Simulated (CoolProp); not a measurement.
Hydrogen sulfide along the isobar 7.09 bar: Z from the reference equation and from simpler models built on Tc = 100.0 °C, pc = 89.99 bar, ω = 0.101; each cubic takes its own stable root.

Model: reference Helmholtz-energy equation of state, Lemmon 2006, in CoolProp. It is a short technical equation, of lower accuracy than the large ones.

```tsv
T (°C)	phase	reference
58.15	gas	0.9606
73.55	gas	0.9660
88.95	gas	0.9705
104.35	gas	0.9743
119.65	gas	0.9775
135.05	gas	0.9801
150.45	gas	0.9825
165.85	gas	0.9845
181.15	gas	0.9862
```

### Question
How far does each simpler model (Pitzer virial, van der Waals, Peng-Robinson) lie from the reference over these 9 states: mean and median of the absolute difference, and the worst?

### Answer
- Pitzer virial: mean 0.0 %, median 0.0 %, worst -0.0 % at 135.05 °C and 7.09 bar
- van der Waals: mean 0.3 %, median 0.2 %, worst +0.8 % at 58.15 °C and 7.09 bar
- Peng-Robinson: mean 0.3 %, median 0.3 %, worst -0.4 % at 88.95 °C and 7.09 bar
